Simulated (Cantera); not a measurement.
Input: 1 mol Al, 38 mol N2O, 3.8 mol H2, 6.5 mol HCl, equilibrated at 0.0100 bar.

Method: chemical equilibrium by Gibbs-energy minimisation in Cantera with the NASA 1993 tables (ideal gas, pure condensed phases). Candidate condensed phases: Al, AlCl3, AlN, Al2O3, H2O, NH4Cl; 45 gas species. Kinetics and transport are ignored. All values below are at 1600 K.

Base state: N2 0.585, O2 0.248, HCl 0.0872, H2O 0.0649, Cl 0.0128, NO 0.00181, OH 0.000470, Cl2 0.000135 (mole fractions); condensed: Al2O3(s).

Problem. What changes in the equilibrium state with this change: HCl from 6.5 to 2 mol?

Solution. 
| species | before | after |
|---|---|---|
| N2 | 0.585 | 0.630 |
| O2 | 0.248 | 0.269 |
| H2O | 0.0649 | 0.0650 |
| HCl | 0.0872 | 0.0289 |
| Cl | 0.0128 | 0.00431 |
| Cl2 | 0.000135 | 1.54e-5 |
| ClO | 1.38e-5 | 4.87e-6 |
| Al2O3(s), mol | 0.500 | 0.500 |
